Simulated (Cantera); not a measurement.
Equilibrium for fluorocarbon and chlorocarbon gases: CH3F + HCl

A closed system holds: 1 mol CH3F, 0.017 mol HCl, at 0.0100 bar.

Equilibrium computed with Cantera from the NASA thermochemical tables; the gas is ideal and each condensed phase is pure. Candidate condensed phases: C, C6H6, C7H8, C8H18; 118 gas species. Equilibrium is a limit: real reactors are often held back by kinetics, nucleation or transport.

```
T (K)   x HF   x H2       x H      x C3    x HCl  x C2H2 (acetylene)  n C(graphite)
-----  -----  -----  --------  --------  -------  ------------------  -------------
1098   0.496  0.496   1.74e-7    <1e-12  0.00843             6.31e-9          1.000
1298   0.496  0.496   7.54e-6    <1e-12  0.00843             2.77e-7          1.000
1498   0.496  0.496  0.000121    <1e-12  0.00843             4.37e-6          1.000
1698   0.496  0.495   0.00102    <1e-12  0.00841             3.57e-5          1.000
1898   0.494  0.492   0.00548  1.96e-10  0.00833            0.000185          0.999
2098   0.490  0.479    0.0213   2.76e-8  0.00807            0.000684          0.997
2298   0.480  0.446    0.0640   1.61e-6  0.00739             0.00191          0.992
2498   0.457  0.378     0.153   4.82e-5  0.00604             0.00405          0.981
2698   0.420  0.270     0.293  0.000857  0.00408             0.00633          0.959
2898   0.370  0.151     0.444    0.0101  0.00212             0.00691          0.851
```
x: gas mole fraction; n: condensed amount in mol.

From 1098 K to 2898 K the condensed part is C(graphite). The main C-bearing gas is CH4 at 1098 K and C3 at 2898 K.
